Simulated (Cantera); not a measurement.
A Cantera script and its output.

```python
import numpy as np
import cantera as ct

surf = ct.Interface("diamond.yaml", "diamond_100")
gas, bulk = surf.adjacent["gas"], surf.adjacent["diamond"]
k = surf.kinetics_species_index(bulk.species_names[0])
cover = ["c6HH", "c6H*", "c6*H", "c6**", "c6HM", "c6B"]

rows, drift = [], 0.0
print(f"{'xCH3':>10s}{'um/h':>11s}" + "".join(f"{s:>11s}" for s in cover))
for v in [1e-06, 2.3e-06, 5.3e-06, 1.2e-05, 2.8e-05, 6.3e-05, 0.00014, 0.00033, 0.00076]:
    T, P, xH, xCH3 = 1048, 17000, 0.0011, v
    gas.TPX = T, P, {"H": xH, "CH3": xCH3, "CH4": 0.015, "H2": 1 - xH - xCH3 - 0.015}
    surf.TP = bulk.TP = T, P
    surf.coverages = "c6H*:0.1, c6HH:0.9"
    surf.advance_coverages(100.0)
    before = surf.coverages
    surf.advance_coverages(100.0)
    drift = max(drift, np.max(np.abs(surf.coverages - before) / (surf.coverages + 1e-9)))
    rate = surf.net_production_rates[k] * bulk.mean_molecular_weight / bulk.density * 3.6e9
    rows.append([rate, *surf[cover].coverages])
    print(f"{v:10.4g}{rate:11.4e}" + "".join(f"{x:11.3e}" for x in rows[-1][1:]))
```

Output:

```
      xCH3       um/h       c6HH       c6H*       c6*H       c6**       c6HM        c6B
     1e-06 9.2141e-02  5.598e-01  2.254e-02  4.049e-01  1.220e-02  3.390e-04  2.500e-10
   2.3e-06 2.1177e-01  5.595e-01  2.253e-02  4.047e-01  1.219e-02  7.791e-04  5.746e-10
   5.3e-06 4.8714e-01  5.587e-01  2.249e-02  4.041e-01  1.216e-02  1.792e-03  1.322e-09
   1.2e-05 1.0988e+00  5.569e-01  2.242e-02  4.027e-01  1.211e-02  4.042e-03  2.982e-09
   2.8e-05 2.5406e+00  5.528e-01  2.224e-02  3.995e-01  1.197e-02  9.348e-03  6.894e-09
   6.3e-05 5.6055e+00  5.439e-01  2.186e-02  3.928e-01  1.168e-02  2.063e-02  1.521e-08
   0.00014 1.1948e+01  5.256e-01  2.109e-02  3.788e-01  1.110e-02  4.398e-02  3.242e-08
   0.00033 2.5592e+01  4.862e-01  1.941e-02  3.486e-01  9.839e-03  9.429e-02  6.945e-08
   0.00076 4.8910e+01  4.186e-01  1.653e-02  2.970e-01  7.741e-03  1.805e-01  1.327e-07
```

Detailed kinetics in Cantera: the Harris–Goodwin 1993 mechanism for the reconstructed diamond (100) surface.
